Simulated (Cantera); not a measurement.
**Ignition delay**

Mixture: H2 : O2 : N2 = 1 : 0.312 : 1.17 (molar parts), equivalence ratio 1.6, at 4.80 bar, adiabatic and at constant volume. Ignition delay is the time to a rise of 400 K.

Model: the H2/O2 subset of GRI-Mech 3.0, which has no nitrogen chemistry, integrated in Cantera. The hydrogen kinetics of GRI-Mech 3.0 are dated; newer H2 mechanisms differ, most at raised pressure.

| T0 (K) | delay (ms) |
|---|---|
| 1125 | 0.140 |
| 1175 | 0.0248 |
| 1225 | 0.0126 |
| 1275 | 0.00826 |
| 1325 | 0.00603 |
| 1375 | 0.00468 |

```
Quantity                                               Result
--------------------------------------------------  ---------
apparent activation energy between 1275 and 1375 K  83 kJ/mol
```
